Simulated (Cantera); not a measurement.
# Thermodynamics of fluorocarbon and chlorocarbon gases, feed C2F6 + F2

Feed: 1 mol C2F6, 0.019 mol F2, held at 10.0 Torr.

Equilibrium computed with Cantera from the NASA thermochemical tables; the gas is ideal and each condensed phase is pure. Candidate condensed phases: C; 13 gas species. The feed counts by its element totals alone. The tables' values for C2F4 are old estimates; treat these amounts as uncertain. Gases not in the tables: C2F6 and larger saturated fluorocarbons. Rates play no part.

From 1398 K to 2298 K the condensed part is C(graphite). The main C-bearing gas is CF4 at 1398 K and CF2 at 2298 K.

```tsv
T (K)	log p CF4	log p CF2	log p F	log p CF3	n C(graphite)
1398	-1.88	-6.02	-6.98	-6.49	0.490
1498	-1.88	-5.32	-6.19	-5.92	0.490
1598	-1.88	-4.71	-5.50	-5.43	0.489
1698	-1.88	-4.18	-4.89	-4.99	0.487
1798	-1.88	-3.71	-4.35	-4.61	0.480
1898	-1.90	-3.29	-3.87	-4.28	0.463
1998	-1.93	-2.93	-3.44	-3.99	0.426
2098	-2.00	-2.62	-3.06	-3.77	0.354
2198	-2.15	-2.38	-2.74	-3.62	0.229
2298	-2.42	-2.23	-2.48	-3.59	0.0646
```
log p: log10 of the partial pressure in bar; n: condensed amount in mol.
